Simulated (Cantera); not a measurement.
What does this Cantera script print?

```python
import numpy as np
import cantera as ct

gas_names = """
    CL CLF CLF3 CL2 F F2 H HCL HF H2 H2F2 H3F3 H4F4 H5F5 H6F6 H7F7 N NF NF2 NF3 NH NH2 NH3 N2 N2H2 N2H4
    Si SiCL SiCL2 SiCL3 SiCL4 SiF SiF2 SiF3 SiF4 SiH SiHCL3 SiHF3 SiH2 SiH2CL2 SiH2F2 SiH3 SiH3CL SiH3F
    SiH4 SiN Si2 Si2N Si3
""".split()
cond_names = """
    NH4CL(a) NH4CL(b) Si(cr) Si(L) Si3N4(a)
""".split()


def load(file, names, dense=False):
    # The tables refer to 1 bar. Condensed volumes are neglected.
    table = {s.name: s for s in ct.Species.list_from_file(file)}
    out = []
    for n in names:
        d = dict(table[n].input_data)
        d["thermo"] = dict(d["thermo"], **{"reference-pressure": 1e5})
        if dense:
            d["equation-of-state"] = {"model": "constant-volume", "density": "1e6 g/cm^3"}
        out.append(ct.Species.from_dict(d))
    return out


gas = ct.Solution(thermo="ideal-gas", species=load("nasa_gas.yaml", gas_names))
cond = {s.name: ct.Solution(thermo="fixed-stoichiometry", species=[s], name=s.name)
        for s in load("nasa_condensed.yaml", cond_names, dense=True)}
atoms = {
    'Si3N4': {'Si': 3, 'N': 4},
    'Cl2': {'CL': 2},
    'HF': {'H': 1, 'F': 1},
}
top_T = {'Si3N4(a)': 2400}  # K; cautious upper limits of use, not melting points


def equilibrate(T, P, feed):
    n = {}
    for name, mol in feed.items():
        for a, k in atoms[name].items():
            n[a] = n.get(a, 0.0) + k * mol
    gas.TPX = T, P, n
    mass = sum(n.values()) * gas.mean_molecular_weight
    gas.equilibrate("TP")
    valid = [c for c in cond.values() if c.min_temp <= T <= top_T.get(c.name, c.max_temp)]
    mix = ct.Mixture([(gas, mass / gas.mean_molecular_weight)] + [(c, 0.0) for c in valid])
    mix.T, mix.P = T, P
    mix.equilibrate("TP", solver="vcs", rtol=1e-11, max_steps=5000)
    return mix


results = []
feed = {'Si3N4': 1, 'Cl2': 2, 'HF': 28}  # mol
T = 1475  # K
P = 18000  # Pa
mix = equilibrate(T, P, feed)
results.append((T, P, feed, dict(zip(mix.species_names, mix.species_moles))))
print(gas.report(threshold=1e-05))
for i in range(1, mix.n_phases):
    print(f"{mix.phase(i).name:16s} {mix.phase_moles(i):12.5e} mol")
```

Output:

```
       temperature   1475 K
          pressure   18000 Pa
           density   0.042627 kg/m^3
  mean mol. weight   29.043 kg/kmol
   phase of matter   gas

                          1 kg             1 kmol
                     ---------------   ---------------
          enthalpy       -9.8531e+06       -2.8616e+08  J
   internal energy       -1.0275e+07       -2.9842e+08  J
           entropy            9146.9        2.6565e+05  J/K
    Gibbs function       -2.3345e+07         -6.78e+08  J
 heat capacity c_p            1382.5             40151  J/K
 heat capacity c_v            1096.2             31837  J/K

                      mass frac. Y      mole frac. X     chem. pot. / RT
                     ---------------   ---------------   ---------------
                 H          3.94e-07        1.1352e-05           -11.125
               HCL           0.17313           0.13792           -36.576
                HF           0.38008           0.55176           -48.267
                H2         0.0095721            0.1379            -22.25
                N2          0.066521          0.068963           -30.349
              SiF3        0.00011067        3.7777e-05            -141.2
              SiF4           0.37054            0.1034           -178.34
             SiHF3         3.132e-05        1.0566e-05           -152.32
     [  +41 minor]        1.2364e-05        1.0106e-05

Si(cr)            0.00000e+00 mol
Si3N4(a)          0.00000e+00 mol
```

Cantera equilibrium calculation (NASA polynomials, part measured and part estimated; ideal gas, pure solids and liquids). The tables' values for SiF3 are old estimates; treat these amounts as uncertain.
